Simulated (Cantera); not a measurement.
Feed: 1 mol Fe(CO)5, 2.3 mol CO, a varied amount of N2, at 1548 K and 100000 Pa.

Method: chemical equilibrium by Gibbs-energy minimisation in Cantera with the NASA 1993 tables (ideal gas, pure condensed phases). Candidate condensed phases: C, Fe, Fe(CO)5, FeO, Fe2O3, Fe3O4; 27 gas species. Iron dissolves carbon and melts from about 1420 K in contact with it, which pure phases cannot show. Condensed phases not in the tables: cementite and carbon dissolved in iron. Kinetics and transport are ignored.

x: gas mole fraction; n: condensed amount in mol.

| n(N2) (mol) | x N2 | x CO | x CO2 | x Fe | x C2N2 | n C(graphite) | n Fe(γ) |
|---|---|---|---|---|---|---|---|
| 4.4 | 0.376 | 0.624 | 0.000171 | 4.03e-7 | 2.83e-9 | 0.00200 | 1.000 |
| 5.2 | 0.416 | 0.584 | 0.000150 | 4.03e-7 | 3.14e-9 | 0.00188 | 1.000 |
| 6.1 | 0.455 | 0.545 | 0.000131 | 4.03e-7 | 3.43e-9 | 0.00175 | 1.000 |
| 7.1 | 0.493 | 0.507 | 0.000113 | 4.03e-7 | 3.72e-9 | 0.00163 | 1.000 |
| 8.3 | 0.532 | 0.468 | 9.64e-5 | 4.03e-7 | 4.01e-9 | 0.00150 | 1.000 |
| 9.7 | 0.571 | 0.429 | 8.12e-5 | 4.03e-7 | 4.30e-9 | 0.00138 | 1.000 |
| 11 | 0.601 | 0.399 | 7.00e-5 | 4.03e-7 | 4.53e-9 | 0.00128 | 1.000 |
| 13 | 0.640 | 0.360 | 5.69e-5 | 4.03e-7 | 4.83e-9 | 0.00116 | 1.000 |
| 16 | 0.687 | 0.313 | … | 4.03e-7 | 5.18e-9 | … | 1.000 |
| 18 | 0.711 | 0.288 | 3.67e-5 | 4.03e-7 | 5.36e-9 | 0.000927 | 1.000 |
| 21 | 0.742 | 0.258 | 2.93e-5 | 4.03e-7 | 5.59e-9 | 0.000829 | 1.000 |
| 25 | 0.774 | … | … | 4.03e-7 | 5.83e-9 | 0 | 1.000 |
| 29 | 0.799 | 0.201 | 1.78e-5 | 4.03e-7 | 6.02e-9 | 0 | 1.000 |

Q: What belongs in the gaps?

A: 
- 16, x CO2: 4.32e-5
- 16, n C(graphite): 0.00101
- 25, x CO: 0.226
- 25, x CO2: 2.25e-5
